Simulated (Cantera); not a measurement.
What does this Cantera script print?

```python
import numpy as np
import cantera as ct

gas_names = """
    H HO2 H2 H2O H2O2 O OH O2 O3 Ti TiO TiO2
""".split()
cond_names = """
    H2O(s) H2O(L) Ti(a) Ti(b) Ti(L) TiO(a) TiO(b) TiO(L) TiO2(ru) TiO2(L) Ti2O3(a) Ti2O3(b) Ti2O3(L)
    Ti3O5(a) Ti3O5(b) Ti3O5(L) Ti4O7(s) Ti4O7(L)
""".split()


# ... load() reads the species with a 1 bar reference pressure and builds the phases ...
atoms = {
    'TiO2': {'Ti': 1, 'O': 2},
    'H2': {'H': 2},
    'H2O': {'H': 2, 'O': 1},
}
top_T = {}  # K; cautious upper limits of use, not melting points


# ... equilibrate(T, P, feed) seeds the gas with the atoms and calls Mixture.equilibrate('TP', solver="vcs", rtol=1e-11, max_steps=5000) ...
results = []
feed = {'TiO2': 1, 'H2': 120, 'H2O': 0.32}  # mol
P = 101325  # Pa
for T in [1775, 1800, 1825, 1850, 1875, 1900, 1925, 1950, 1975, 2000, 2025, 2050, 2075, 2100]:
    mix = equilibrate(T, P, feed)
    results.append((T, P, feed, dict(zip(mix.species_names, mix.species_moles))))

top = {s: max(r[3][s] / sum(r[3][g] for g in gas_names) for r in results) for s in gas_names}
cols = sorted((s for s in top if top[s] > 0.001), key=lambda s: -top[s])[:5]
seen = [c for c in cond_names if any(r[3].get(c, 0) > 1e-12 for r in results)]
print("log10 of partial pressures in bar; condensed amounts in mol")
print(f"{'T/K':>10s}" + "".join(f"{s[:9]:>10s}" for s in cols + seen))
for T, P, feed, n in results:
    ng = sum(n[g] for g in gas_names)
    print(f"{T:10.4g}" + "".join(f"{np.log10(max(n[s] / ng * P / 1e5, 1e-99)):10.3f}" for s in cols)
          + "".join(f"{n.get(c, 0):10.4g}" for c in seen))
```

Result:

```
log10 of partial pressures in bar; condensed amounts in mol
       T/K        H2       H2O         H  Ti3O5(b)  Ti3O5(L)
      1775     0.003    -2.260    -3.537    0.3333         0
      1800     0.003    -2.260    -3.444    0.3333         0
      1825     0.003    -2.260    -3.355    0.3333         0
      1850     0.003    -2.260    -3.267    0.3333         0
      1875     0.003    -2.260    -3.182    0.3333         0
      1900     0.003    -2.260    -3.099    0.3333         0
      1925     0.003    -2.260    -3.018    0.3333         0
      1950     0.003    -2.260    -2.939    0.3333         0
      1975     0.003    -2.260    -2.862    0.3333         0
      2000     0.003    -2.260    -2.787    0.3333         0
      2025     0.003    -2.260    -2.714    0.3333         0
      2050     0.002    -2.260    -2.643    0.3333         0
      2075     0.002    -2.260    -2.573         0    0.3333
      2100     0.002    -2.260    -2.505         0    0.3333
```

Equilibrium computed with Cantera from the NASA thermochemical tables; the gas is ideal and each condensed phase is pure.
